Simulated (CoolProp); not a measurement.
Vapour-liquid equilibrium of isohexane (1) + n-heptane (2) at 301.8 K; x and y are mole fractions of (1).

Model: multi-fluid Helmholtz-energy mixture model, Lemmon 2006 and Span 2003; pair parameters Bell 2016, in CoolProp.

Question: Give the bubble pressure and the first vapour's composition at x = 0.2, 0.5, 0.95. Is there an azeotrope?

Answer: x = 0.2: 0.01240 MPa, y = 0.526; x = 0.5: 0.01991 MPa, y = 0.813; x = 0.95: 0.03146 MPa, y = 0.988. No azeotrope shows between x = 0.05 and 0.95.

Pair parameters are fitted to limited data, so mixtures are less certain than the pure fluids.
